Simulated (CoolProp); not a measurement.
Fluorine at several states: density (kg/m³) from the reference equation and from simpler models built on Tc = 144.4 K, pc = 5.240 MPa, ω = 0.045; each cubic takes its own stable root.

Values from CoolProp's reference Helmholtz-energy equation of state, de Reuck 1990.

```json
[
 {"T (K)": "70", "p (MPa)": "0.0326", "phase": "liquid", "reference": "1602"},
 {"T (K)": "135.9", "p (MPa)": "0.194", "phase": "gas", "reference": "6.622"},
 {"T (K)": "231.5", "p (MPa)": "2.63", "phase": "gas", "reference": "53.77"},
 {"T (K)": "72.9", "p (MPa)": "9.4", "phase": "liquid", "reference": "1601"},
 {"T (K)": "234.2", "p (MPa)": "5.82", "phase": "supercritical", "reference": "122.0"},
 {"T (K)": "259.5", "p (MPa)": "20", "phase": "supercritical", "reference": "381.2"}
]
```

Task: How far does each simpler model (Redlich-Kwong, Soave-Redlich-Kwong, Peng-Robinson) lie from the reference over these 6 states: mean and median of the absolute difference, and the worst?

Result: 
- Redlich-Kwong: mean 1.0 %, median 1.1 %, worst +1.7 % at 70 K and 0.0326 MPa
- Soave-Redlich-Kwong: mean 0.8 %, median 0.6 %, worst -2.4 % at 259.5 K and 20 MPa
- Peng-Robinson: mean 5.3 %, median 2.2 %, worst +13.2 % at 72.9 K and 9.4 MPa
